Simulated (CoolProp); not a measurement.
Vapour-liquid equilibrium of acetone (1) + n-decane (2) at 302.8 K; x and y are mole fractions of (1).

Computed with CoolProp (multi-fluid Helmholtz-energy mixture model, Lemmon 2006 and Lemmon 2006; pair parameters Bell 2016).

```json
[
 {"x": "0.05", "bubble pressure (bar)": "0.05504", "y at the bubble point": "0.956", "dew pressure at overall composition x (bar)": "0.002635", "liquid density (mol/L)": "5.261"},
 {"x": "0.125", "bubble pressure (bar)": "0.1317", "y at the bubble point": "0.983", "dew pressure at overall composition x (bar)": "0.002860", "liquid density (mol/L)": "5.552"},
 {"x": "0.2", "bubble pressure (bar)": "0.1965", "y at the bubble point": "0.989", "dew pressure at overall composition x (bar)": "0.003128", "liquid density (mol/L)": "5.871"},
 {"x": "0.275", "bubble pressure (bar)": "0.2447", "y at the bubble point": "0.992", "dew pressure at overall composition x (bar)": "0.003451", "liquid density (mol/L)": "6.222"},
 {"x": "0.35", "bubble pressure (bar)": "0.2764", "y at the bubble point": "0.993", "dew pressure at overall composition x (bar)": "0.003848", "liquid density (mol/L)": "6.611"},
 {"x": "0.425", "bubble pressure (bar)": "0.2949", "y at the bubble point": "0.994", "dew pressure at overall composition x (bar)": "0.004348", "liquid density (mol/L)": "7.044"},
 {"x": "0.5", "bubble pressure (bar)": "0.3044", "y at the bubble point": "0.994", "dew pressure at overall composition x (bar)": "0.004998", "liquid density (mol/L)": "7.531"},
 {"x": "0.575", "bubble pressure (bar)": "0.3092", "y at the bubble point": "0.994", "dew pressure at overall composition x (bar)": "0.005876", "liquid density (mol/L)": "8.082"},
 {"x": "0.65", "bubble pressure (bar)": "0.3127", "y at the bubble point": "0.994", "dew pressure at overall composition x (bar)": "0.007129", "liquid density (mol/L)": "8.711"},
 {"x": "0.725", "bubble pressure (bar)": "0.3174", "y at the bubble point": "0.995", "dew pressure at overall composition x (bar)": "0.009059", "liquid density (mol/L)": "9.437"},
 {"x": "0.8", "bubble pressure (bar)": "0.3255", "y at the bubble point": "0.995", "dew pressure at overall composition x (bar)": "0.01242", "liquid density (mol/L)": "10.28"},
 {"x": "0.875", "bubble pressure (bar)": "0.3384", "y at the bubble point": "0.996", "dew pressure at overall composition x (bar)": "0.01977", "liquid density (mol/L)": "11.28"},
 {"x": "0.95", "bubble pressure (bar)": "0.3574", "y at the bubble point": "0.998", "dew pressure at overall composition x (bar)": "0.04832", "liquid density (mol/L)": "12.48"}
]
```

No azeotrope shows between x = 0.05 and 0.95.

Pair parameters are fitted to limited data, so mixtures are less certain than the pure fluids. With so large a gap from Raoult's law the liquid may split in two, which this calculation doesn't test in full.
